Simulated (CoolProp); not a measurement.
The fluid at 293.15 K and 0.412 MPa is throttled through a valve to 0.124 MPa with no heat exchange. The same conditions are run with several fluids, on thermodynamics alone (safety and materials aside).

The numbers come from the reference Helmholtz-energy equation of state of each fluid (propyne: Polt 1992; C2F6 (R116): Lemmon 2006; R1132(E): Akasaka 2024; CH3F (R41): Lemmon 2006; R115: Lemmon 2016) in CoolProp. The equations of Platzer and Polt are older, rougher fits.

| fluid | temperature change (K) | final density (kg/m³) |
|---|---|---|
| propyne | -8.1 | 2.15 |
| C2F6 (R116) | -2.6 | 7.18 |
| R1132(E) | -5.0 | 3.37 |
| CH3F (R41) | -5.6 | 1.79 |
| R115 | -4.5 | 8.19 |
